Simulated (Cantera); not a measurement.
Cantera run:

```python
import numpy as np
import cantera as ct

gas_names = """
    H HO2 H2 H2O H2O2 H2S H2SO4 O OH O2 O3 S SH SO SO2 SO3 S2 S2O S8
""".split()
cond_names = """
    H2O(s) H2O(L) H2SO4(L) S(cr1) S(cr2) S(L)
""".split()


# ... load() reads the species with a 1 bar reference pressure and builds the phases ...
atoms = {
    'H2S': {'H': 2, 'S': 1},
    'SO2': {'S': 1, 'O': 2},
    'H2': {'H': 2},
    'O2': {'O': 2},
}
top_T = {}  # K; cautious upper limits of use, not melting points


# ... equilibrate(T, P, feed) seeds the gas with the atoms and calls Mixture.equilibrate('TP', solver="vcs", rtol=1e-11, max_steps=5000) ...
results = []
feed = {'H2S': 1, 'SO2': 0.82, 'H2': 13, 'O2': 0.45}  # mol
T = 2073  # K
P = 100000  # Pa
mix = equilibrate(T, P, feed)
results.append((T, P, feed, dict(zip(mix.species_names, mix.species_moles))))
x = sorted(zip(gas.X, gas.species_names), reverse=True)
print(f"T = {T:g} K  P = {P:g} Pa  gas = {mix.phase_moles(0):.4g} mol")
print("   x: " + "  ".join(f"{s} {v:.3e}" for v, s in x if v > 1e-05))
print("   condensed (mol): " + ("  ".join(f"{mix.phase(i).name} {mix.phase_moles(i):.4g}"
      for i in range(1, mix.n_phases) if mix.phase_moles(i) > 1e-12) or "none"))
```

Output:

```
T = 2073 K  P = 100000 Pa  gas = 14.52 mol
   x: H2 7.263e-01  H2O 1.728e-01  H2S 5.783e-02  S2 2.668e-02  SH 1.164e-02  H 2.241e-03  SO 1.076e-03  S 8.242e-04  SO2 4.473e-04  S2O 6.362e-05  OH 6.065e-05
   condensed (mol): none
```

Cantera equilibrium calculation (NASA polynomials, part measured and part estimated; ideal gas, pure solids and liquids).
